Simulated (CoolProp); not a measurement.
Propane at several states: density (kg/m³) from the reference equation and from simpler models built on Tc = 369.9 K, pc = 42.51 bar, ω = 0.152; each cubic takes its own stable root.

Computed with CoolProp (reference Helmholtz-energy equation of state, Lemmon 2009).

```
T (K)  p (bar)          phase  reference
-----  -------  -------------  ---------
182       5.98         liquid      634.9
608.7      171  supercritical      166.9
440.3       25            gas      34.19
308.4     10.2            gas      21.12
289.4     2.46            gas      4.717
```

Problem. How far does each simpler model (Redlich-Kwong, Peng-Robinson) lie from the reference over these 5 states: mean and median of the absolute difference, and the worst?

Solution. 
- Redlich-Kwong: mean 2.4 %, median 1.7 %, worst -6.0 % at 182 K and 5.98 bar
- Peng-Robinson: mean 1.7 %, median 0.4 %, worst +6.4 % at 182 K and 5.98 bar
